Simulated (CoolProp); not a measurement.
Vapour-liquid equilibrium of R143a (1) + isobutene (2) at 18.75 °C; x and y are mole fractions of (1).

Values from CoolProp's multi-fluid Helmholtz-energy mixture model, Lemmon and Jacobsen 2000 and Lemmon 2005; pair parameters Bell 2016.

Task: Give the bubble pressure and the first vapour's composition at x = 0.35, 0.45, 0.65. Is there an azeotrope?

Result: x = 0.35: 683.4 kPa, y = 0.695; x = 0.45: 753.0 kPa, y = 0.744; x = 0.65: 872.9 kPa, y = 0.827. No azeotrope shows between x = 0.05 and 0.95.

The pair parameters rest on a limited set of measurements; away from them the model extrapolates.
